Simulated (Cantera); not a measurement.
An isothermal, constant-pressure homogeneous reactor starts with CO : O₂ : H₂O : N₂ = 0.0038 : 0.029 : 0.045 : 1 (molar parts), equivalence ratio 0.066, at 900 K and 0.493 atm.

Model: GRI-Mech 3.0 (53 species, 325 reactions), integrated in Cantera.

x: mole fraction; the columns are a selection and need not sum to one.

```tsv
t (s)	x CO	x O₂	x H₂O	x N₂O	x O	x H₂O₂
4.00e-5	0.00353	0.0269	0.0418	<1e-12	<1e-12	<1e-12
0.000137	0.00353	0.0269	0.0418	<1e-12	<1e-12	<1e-12
0.000466	0.00353	0.0269	0.0418	<1e-12	1.72e-12	<1e-12
0.00159	0.00353	0.0269	0.0418	<1e-12	5.46e-12	<1e-12
0.00543	0.00353	0.0269	0.0418	<1e-12	1.59e-11	<1e-12
0.0185	0.00353	0.0269	0.0418	<1e-12	3.64e-11	<1e-12
0.0632	0.00353	0.0269	0.0418	<1e-12	7.50e-11	<1e-12
0.216	0.00353	0.0269	0.0418	<1e-12	5.42e-10	8.66e-11
0.737	0.00352	0.0269	0.0418	1.00e-10	?	?
2.51	?	0.0268	0.0417	?	?	?
8.58	0.00227	0.0263	0.0418	8.63e-9	5.41e-8	3.34e-6
29.3	0.000757	0.0256	0.0418	2.12e-8	2.02e-8	1.08e-6
100	0.000105	0.0252	0.0418	2.89e-8	1.46e-9	6.04e-8
```

Question: Complete the blanks.

Answer: 
- 0.737, x O: 2.78e-8
- 0.737, x H₂O₂: 6.50e-7
- 2.51, x CO: 0.00323
- 2.51, x N₂O: 2.01e-9
- 2.51, x O: 6.86e-8
- 2.51, x H₂O₂: 4.21e-6
